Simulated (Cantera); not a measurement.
A closed system holds: 1 mol SiH2Cl2, 130 mol H2, equilibrated at 0.220 bar.

Equilibrium computed with Cantera from the NASA thermochemical tables; the gas is ideal and each condensed phase is pure. Candidate condensed phases: Si; 19 gas species. The tables' values for SiCl3 are old estimates; treat these amounts as uncertain. Rates play no part.

x: gas mole fraction; n: condensed amount in mol.

```
T (K)   x H2       x HCl    x SiHCl3     x SiCl4  n Si(s)
-----  -----  ----------  ----------  ----------  -------
1000   0.991     0.00576     0.00140     0.00115    0.626
1025   0.991  (withheld)  (withheld)  (withheld)    0.664
1050   0.990     0.00792     0.00107    0.000822    0.704
1075   0.989  (withheld)  (withheld)  (withheld)    0.745
1100   0.988      0.0101    0.000723    0.000499    0.783
1125   0.988      0.0110    0.000564    0.000362    0.817
1150   0.987      0.0118    0.000425    0.000251    0.846
1175   0.987      0.0125    0.000310    0.000166    0.869
1200   0.986      0.0129    0.000220    0.000106    0.886
1225   0.986      0.0133    0.000154     6.65e-5    0.899
```

Problem. Some entries are withheld; supply them.

Solution. 
- 1075, x HCl: 0.00902
- 1075, x SiHCl3: 0.000893
- 1075, x SiCl4: 0.000655
- 1025, x HCl: 0.00682
- 1025, x SiHCl3: 0.00124
- 1025, x SiCl4: 0.000990
